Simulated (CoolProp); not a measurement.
A single-stage vapour-compression cycle with propane: evaporating at 194.15 K (dew point), condensing at 235.15 K (bubble point), superheat 8 K, subcooling 0 K, compressor efficiency 0.85, no pressure losses. Each further row changes one setting.

Computed with CoolProp (reference Helmholtz-energy equation of state, Lemmon 2009).

```json
[
 {"case": "as stated", "cooling COP": "3.43", "pressure ratio": "8.68", "discharge temperature (K)": "282.2", "refrigerating effect (kJ/kg)": "382", "volumetric capacity (kJ/m³)": "141"},
 {"case": "evaporating temperature 199.15 K", "cooling COP": "4.09", "pressure ratio": "6.32", "discharge temperature (K)": "275.8", "refrigerating effect (kJ/kg)": "388", "volumetric capacity (kJ/m³)": "192"},
 {"case": "condensing temperature 230.15 K", "cooling COP": "3.98", "pressure ratio": "6.99", "discharge temperature (K)": "273.9", "refrigerating effect (kJ/kg)": "393", "volumetric capacity (kJ/m³)": "145"},
 {"case": "subcooling 5 K", "cooling COP": "3.53", "pressure ratio": "8.68", "discharge temperature (K)": "282.2", "refrigerating effect (kJ/kg)": "393", "volumetric capacity (kJ/m³)": "145"},
 {"case": "superheat 18 K", "cooling COP": "3.39", "pressure ratio": "8.68", "discharge temperature (K)": "293.3", "refrigerating effect (kJ/kg)": "395", "volumetric capacity (kJ/m³)": "139"},
 {"case": "compressor efficiency 0.75", "cooling COP": "3.02", "pressure ratio": "8.68", "discharge temperature (K)": "291.3", "refrigerating effect (kJ/kg)": "382", "volumetric capacity (kJ/m³)": "141"}
]
```
